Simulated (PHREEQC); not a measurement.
Solution (25 °C): 8.7 mmol/kgw Cu(BF4)2, 190 mmol/kgw H2SO4 and 5.9 mmol/kgw H3BO3. Closed to the air; pH follows from the charge balance.

All values are PHREEQC results (ion-association model, phreeqc.dat), not measurements.

This is a speciation only: nothing precipitates in the calculation.

Question: Predict the pH, density.

Answer: pH 0.77; density 1.011 g/cm³.

Question: In which forms is F present?

Answer: BF4- 85 %, HF 12 %, BF3OH- 2.7 % of the F.

Species that the database lacks are ignored. Real BF4- forms and hydrolyses slowly; the run takes it at equilibrium.
